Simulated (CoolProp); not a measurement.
Vapour-liquid equilibrium of ethanol (1) + hexamethyldisiloxane (MM) (2) at 442.7 K; x and y are mole fractions of (1).

Model: multi-fluid Helmholtz-energy mixture model, Schroeder 2014 and Thol 2016; pair parameters Bell 2016, in CoolProp.

```csv
x,bubble pressure (MPa),y at the bubble point,dew pressure at overall composition x (MPa),liquid density (mol/L)
0.05,0.6516,0.191,0.5541,3.695
0.125,0.8077,0.358,0.6027,3.907
0.2,0.9325,0.459,0.6586,4.151
0.275,1.035,0.531,0.7234,4.435
0.35,1.120,0.587,0.7992,4.769
0.425,1.194,0.634,0.8876,5.166
0.5,1.260,0.678,0.9895,5.642
0.575,1.319,0.720,1.102,6.218
0.65,1.373,0.763,1.218,6.921
0.725,1.422,0.807,1.325,7.786
0.8,1.468,0.855,1.414,8.861
0.875,1.509,0.906,1.485,10.21
0.95,1.548,0.962,1.540,11.95
```

No azeotrope shows between x = 0.05 and 0.95.

The pair parameters rest on a limited set of measurements; away from them the model extrapolates.
